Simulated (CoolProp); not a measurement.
A single-stage vapour-compression cycle with n-butane: evaporating at 245.15 K (dew point), condensing at 300.15 K (bubble point), superheat 8 K, subcooling 0 K, compressor efficiency 0.8, no pressure losses. Each further row changes one setting.

Model: reference Helmholtz-energy equation of state, Bücker 2006, in CoolProp.

```json
[
 {"case": "as stated", "cooling COP": "2.87", "pressure ratio": "8.32", "discharge temperature (K)": "319.9", "refrigerating effect (kJ/kg)": "294", "volumetric capacity (kJ/m³)": "256"},
 {"case": "evaporating temperature 250.15 K", "cooling COP": "(withheld)", "pressure ratio": "6.56", "discharge temperature (K)": "317.9", "refrigerating effect (kJ/kg)": "301", "volumetric capacity (kJ/m³)": "327"},
 {"case": "condensing temperature 295.15 K", "cooling COP": "(withheld)", "pressure ratio": "(withheld)", "discharge temperature (K)": "(withheld)", "refrigerating effect (kJ/kg)": "306", "volumetric capacity (kJ/m³)": "267"},
 {"case": "subcooling 5 K", "cooling COP": "(withheld)", "pressure ratio": "8.32", "discharge temperature (K)": "319.9", "refrigerating effect (kJ/kg)": "306", "volumetric capacity (kJ/m³)": "267"},
 {"case": "superheat 18 K", "cooling COP": "(withheld)", "pressure ratio": "8.32", "discharge temperature (K)": "330.3", "refrigerating effect (kJ/kg)": "(withheld)", "volumetric capacity (kJ/m³)": "(withheld)"},
 {"case": "compressor efficiency 0.7", "cooling COP": "2.51", "pressure ratio": "8.32", "discharge temperature (K)": "327.7", "refrigerating effect (kJ/kg)": "294", "volumetric capacity (kJ/m³)": "256"}
]
```

Question: Fill in the missing entries.

Answer: 
- evaporating temperature 250.15 K, cooling COP: 3.30
- condensing temperature 295.15 K, cooling COP: 3.24
- condensing temperature 295.15 K, pressure ratio: 7.12
- condensing temperature 295.15 K, discharge temperature (K): 314.8
- subcooling 5 K, cooling COP: 2.99
- superheat 18 K, cooling COP: 2.90
- superheat 18 K, refrigerating effect (kJ/kg): 309
- superheat 18 K, volumetric capacity (kJ/m³): 259
